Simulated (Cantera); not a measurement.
Feed: 1 mol AlCl₃, 0.93 mol HCl, 320 mol H₂, held at 1250 K and 4.50 mbar.

These are equilibrium values from Cantera (NASA tables, ideal gas, pure condensed phases), not measurements of a reactor. Candidate condensed phases: Al, AlCl₃; 12 gas species. The tables' values for AlCl₂ are old estimates; treat these amounts as uncertain. The numbers say what is thermodynamically allowed, not how fast it happens.

Base state: H₂ 0.991, HCl 0.00599, AlCl 0.00141, AlCl₃ 0.00140, AlCl₂ 0.000286 (mole fractions); condensed: gas only.

**Question.** What changes in the equilibrium state with this change: temperature from 1250 K to 1200 K?

**Answer.** 
```csv
species,before,after
H₂,0.991,0.992
HCl,0.00599,0.00478
AlCl₃,0.00140,0.00204
AlCl,0.00141,0.000833
AlCl₂,0.000286,0.000229
```

**Question.** What changes in the equilibrium state with this change: HCl from 0.93 to 2.3 mol?

**Answer.** 
```csv
species,before,after
H₂,0.991,0.988
HCl,0.00599,0.00909
AlCl₃,0.00140,0.00197
AlCl,0.00141,0.000858
AlCl₂,0.000286,0.000264
```
